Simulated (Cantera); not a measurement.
# Premixed flame

A freely propagating, adiabatic, planar premixed flame of 40.8 % H₂, 10.7 % O₂, 40.3 % N₂, 8.16 % H₂O, equivalence ratio 1.9, unburnt at 675 K and 4.40 bar; mixture-averaged transport, grid criteria slope 0.08 and curve 0.16, no radiation.

Computed with Cantera and the H2/O2 subset of GRI-Mech 3.0, which has no nitrogen chemistry. The hydrogen kinetics of GRI-Mech 3.0 are dated; newer H2 mechanisms differ, most at raised pressure. Burning velocities carry a grid error of a few per cent, more on coarse grids.

| z (mm) | T (K) | u (m/s) | x H₂ | x O₂ | x H₂O | x HO₂ | x H | x O |
|---|---|---|---|---|---|---|---|---|
| -0.197 | 675 | 9.44 | 0.408 | 0.107 | 0.0816 | <1e-8 | <1e-8 | <1e-8 |
| -0.131 | 675 | 9.44 | 0.408 | 0.107 | 0.0816 | <1e-8 | <1e-8 | <1e-8 |
| -0.0984 | 675 | 9.44 | 0.408 | 0.107 | 0.0816 | 5.23e-8 | <1e-8 | <1e-8 |
| -0.0656 | 676 | 9.44 | 0.407 | 0.107 | 0.0817 | 3.80e-6 | 3.80e-8 | 2.05e-8 |
| -0.0328 | 722 | 9.96 | 0.397 | 0.108 | 0.0851 | 0.000616 | 0.000158 | 1.35e-5 |
| -0.0164 | 969 | 13.0 | 0.363 | 0.0999 | 0.111 | 0.000719 | 0.00399 | 0.000270 |
| 0 | 1345 | 17.6 | 0.298 | 0.0716 | 0.176 | 0.000327 | 0.0203 | 0.00157 |
| 0.0164 | 1619 | 21.0 | 0.236 | 0.0342 | 0.249 | 0.000133 | 0.0391 | 0.00235 |
| 0.0328 | 1764 | 22.7 | 0.205 | 0.0128 | 0.291 | 4.68e-5 | 0.0467 | 0.00184 |
| 0.0656 | 1891 | 24.2 | 0.194 | 0.00221 | 0.313 | 7.89e-6 | 0.0434 | 0.00109 |
| 0.131 | 1996 | 25.4 | 0.198 | 0.000509 | 0.320 | 2.08e-6 | 0.0323 | 0.000622 |
| 0.262 | 2083 | 26.3 | 0.204 | 0.000218 | 0.324 | 9.63e-7 | 0.0214 | 0.000296 |
| 0.525 | 2146 | 27.0 | 0.208 | 8.76e-5 | 0.327 | 3.98e-7 | 0.0131 | 0.000119 |
x: mole fraction of selected species; z is measured from the peak of heat release.

| Property | Result |
|---|---|
| laminar burning velocity | 944 cm/s |
| thermal thickness | 0.0656 mm |
| peak x(HO₂) | 0.000912 |
| peak x(H) | 0.0471 |
| peak x(O) | 0.00236 |
| grid points | 112 |
